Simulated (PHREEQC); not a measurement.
PHREEQC input (Pitzer model, pitzer.dat):

```
SOLUTION 1
  temp 30
  units mol/kgw
  pH 7 charge
  Cl 0.024
  Na 0.0466
  S(6) 0.0063
  C(4) 0.013
  K 0.016
END
USE solution 1
INCREMENTAL_REACTIONS false
REACTION 1
  H2O -1
  0 9.886 18.011 24.689 30.178 34.689 38.397 41.444
  43.949 46.007 47.699 49.089 50.232 51.172 51.944 52.578
  53.1 53.528 53.88 54.17 54.408 54.603 54.764 54.896
  55.005 55.094 55.168 55.228 moles
EQUILIBRIUM_PHASES 1
  Arcanite 0 0
  Burkeite 0 0
  Glaserite 0 0
  Halite 0 0
  Kalicinite 0 0
  Mirabilite 0 0
  Misenite 0 0
  Nahcolite 0 0
  Natron 0 0
  Sylvite 0 0
  Thenardite 0 0
  Trona 0 0
  CO2(g) -3.4 10
SELECTED_OUTPUT 1
  -reset false
  -pH true
  -pe true
  -ionic_strength true
  -water true
  -activities H2O
  -totals C Cl K Na S
  -molalities H+ Na+ K+ Cl- CO3-2 SO4-2 OH- HCO3- CO2 HSO4-
  -equilibrium_phases Arcanite Burkeite Glaserite Halite Kalicinite Mirabilite Misenite Nahcolite Natron Sylvite
    Thenardite Trona
PRINT
  -reset false
END
```

Selected output (columns that matter, 21 of 28 rows; water left (kg) added in front):

```
water left (kg)	pH	mu	C	Cl	K	Na	S	m_H+	m_Na+	m_K+	m_Cl-	la_H2O	Glaserite	Trona
0.999876	9.3955	0.073656	0.021222	0.024003	0.016002	0.046606	0.0063008	5.2754e-10	0.046606	0.016002	0.024003	-0.00081562	0	0
0.821779	9.4447	0.090247	0.025193	0.029205	0.01947	0.056706	0.0076663	4.8122e-10	0.056706	0.01947	0.029205	-0.00097973	0	0
0.555107	9.5346	0.13544	0.035464	0.043235	0.028823	0.083948	0.011349	4.0927e-10	0.083948	0.028823	0.043235	-0.0014131	0	0
0.456226	9.5758	0.16587	0.042079	0.052606	0.03507	0.10214	0.013809	3.8126e-10	0.10214	0.03507	0.052606	-0.0016972	0	0
0.374964	9.6146	0.20307	0.049946	0.064006	0.042671	0.12428	0.016802	3.5736e-10	0.12428	0.042671	0.064006	-0.0020389	0	0
0.253282	9.6858	0.3041	0.070494	0.094756	0.063171	0.18398	0.024873	3.1926e-10	0.18398	0.063171	0.094756	-0.0029451	0	0
0.208159	9.7185	0.37195	0.083851	0.1153	0.076864	0.22387	0.030265	3.0403e-10	0.22387	0.076864	0.1153	-0.0035416	0	0
0.171089	9.7493	0.45475	0.099822	0.14028	0.093519	0.27237	0.036823	2.9078e-10	0.27237	0.093519	0.14028	-0.00426	0	0
0.115576	9.8057	0.67908	0.14189	0.20766	0.13844	0.4032	0.05451	2.6881e-10	0.4032	0.13844	0.20766	-0.0061704	0	0
0.0949892	9.8314	0.82947	0.16944	0.25266	0.16844	0.49058	0.066323	2.5939e-10	0.49058	0.16844	0.25266	-0.0074313	0	0
0.0641556	9.878	1.2366	0.24245	0.37409	0.24939	0.72636	0.098199	2.4178e-10	0.72636	0.24939	0.37409	-0.010803	0	0
0.0527378	9.899	1.5089	0.29045	0.45508	0.30339	0.88362	0.11946	2.3264e-10	0.88362	0.30339	0.45508	-0.013047	0	0
0.0433373	9.9188	1.8412	0.34846	0.5538	0.3692	1.0753	0.14537	2.2248e-10	1.0753	0.3692	0.5538	-0.015794	0	0
0.0292915	9.9557	2.7367	0.50299	0.81935	0.54623	1.5909	0.21508	1.9637e-10	1.5909	0.54623	0.81935	-0.023363	0	0
0.0240696	9.9737	3.3367	0.60579	0.99711	0.66474	1.936	0.26174	1.7893e-10	1.936	0.66474	0.99711	-0.028657	0	0
0.0197842	9.992	4.0661	0.73046	1.2131	0.80873	2.3554	0.31844	1.5795e-10	2.3554	0.80873	1.2131	-0.035412	0	0
0.0133739	10.032	6.0291	1.0667	1.7945	1.1964	3.4844	0.47107	1.062e-10	3.4844	1.1964	1.7945	-0.055754	0	0
0.0109967	10.056	7.3371	1.2926	2.1825	1.455	4.2376	0.5729	7.7944e-11	4.2376	1.455	2.1825	-0.071341	0	0
0.00903408	10.073	8.486	1.5664	2.6566	1.545	5.0829	0.54668	5.8286e-11	5.0829	1.545	2.6566	-0.089258	0.00068064	0
0.00591199	9.9924	8.4924	1.1927	4.0595	1.7298	5.3499	0.41458	3.981e-11	5.3499	1.7298	4.0595	-0.11022	0.0019245	0.004349
0.00475994	9.9213	8.5134	0.91503	5.0421	1.8946	5.5136	0.3457	3.1591e-11	5.5136	1.8946	5.0421	-0.12511	0.0023273	0.0060095
```
